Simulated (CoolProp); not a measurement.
Values from CoolProp's reference Helmholtz-energy equation of state, Tillner-Roth 1997.

For CH2F2 (R32), give the phase and the Z, cv (kJ/(kg K)), conductivity (mW/(m K)) at 95.25 °C and 1.67 MPa.


- 95.25 °C and 1.67 MPa: gas; Z 0.901, cv 0.835, conductivity 21.9

Thermal conductivity comes from a separate model (Huber 2003), an estimate that may be off by 10 % or more.
